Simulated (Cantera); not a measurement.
Charge: 1 mol HI, 1.5 mol O₂, held at 2175 K and 15.0 bar.

Equilibrium computed with Cantera from the NASA thermochemical tables; the gas is ideal and each condensed phase is pure. Candidate condensed phases: H₂O, I₂; 12 gas species. The numbers say what is thermodynamically allowed, not how fast it happens.

Base state: O₂ 0.464, I 0.324, H₂O 0.182, I₂ 0.0214, HI 0.00409, OH 0.00376, O 0.000405, H₂ 6.71e-5 (mole fractions); condensed: gas only.

What changes in the equilibrium state with this change: temperature from 2175 K to 2900 K?


| species | before | after |
|---|---|---|
| O₂ | 0.464 | 0.437 |
| I | 0.324 | 0.347 |
| H₂O | 0.182 | 0.157 |
| OH | 0.00376 | 0.0324 |
| O | 0.000405 | 0.0136 |
| I₂ | 0.0214 | 0.00276 |
| H | 1.03e-5 | 0.00131 |
| H₂ | 6.71e-5 | 0.00194 |
| HO₂ | 2.62e-5 | 0.000151 |

What changes in the equilibrium state with this change: pressure from 15.0 bar to 2.80 bar?


```tsv
species	before	after
O₂	0.464	0.455
I	0.324	0.353
H₂O	0.182	0.178
I₂	0.0214	0.00472
H	1.03e-5	3.62e-5
O	0.000405	0.000928
H₂	6.71e-5	0.000154
HO₂	2.62e-5	1.68e-5
OH	0.00376	0.00563
```
